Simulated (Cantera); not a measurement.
## Equilibrium for nitride etching: AlN + H2

Charge: 1 mol AlN, a varied amount of H2, equilibrated at 51.0 Pa.

These are equilibrium values from Cantera (NASA tables, ideal gas, pure condensed phases), not measurements of a reactor. Candidate condensed phases: Al, AlN; 13 gas species. The numbers say what is thermodynamically allowed, not how fast it happens.

Stable condensed phases:

```
T in K \ n(H2) in mol
           3   4 5.4 7.3 9.8  13  18  24  32  43  58  79
   1825    A   A   B   B   B   B   B   B   B   B   B   B
   1725    A   A   A   A   A   A   A   A   B   B   B   B
   1625    A   A   A   A   A   A   A   A   A   A   A   A
   1525    A   A   A   A   A   A   A   A   A   A   A   A
   1425    A   A   A   A   A   A   A   A   A   A   A   A
   1325    A   A   A   A   A   A   A   A   A   A   A   A
   1225    A   A   A   A   A   A   A   A   A   A   A   A
   1125    A   A   A   A   A   A   A   A   A   A   A   A
   1025    A   A   A   A   A   A   A   A   A   A   A   A
    925    A   A   A   A   A   A   A   A   A   A   A   A
```

A: AlN; B: gas only.
